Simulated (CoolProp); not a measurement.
Vapour-liquid equilibrium of n-heptane (1) + m-xylene (2) at 3.26 bar; x and y are mole fractions of (1).

Model: multi-fluid Helmholtz-energy mixture model, Span 2003 and Zhou 2012; pair parameters Bell 2016, in CoolProp.

### Question
Give the bubble temperature and the first vapour's composition at x = 0.2, 0.8, 0.95. Is there an azeotrope?

### Answer
x = 0.2: 446.9 K, y = 0.393; x = 0.8: 422.6 K, y = 0.897; x = 0.95: 418.4 K, y = 0.976. No azeotrope shows between x = 0.05 and 0.95.

Pair parameters are fitted to limited data, so mixtures are less certain than the pure fluids.
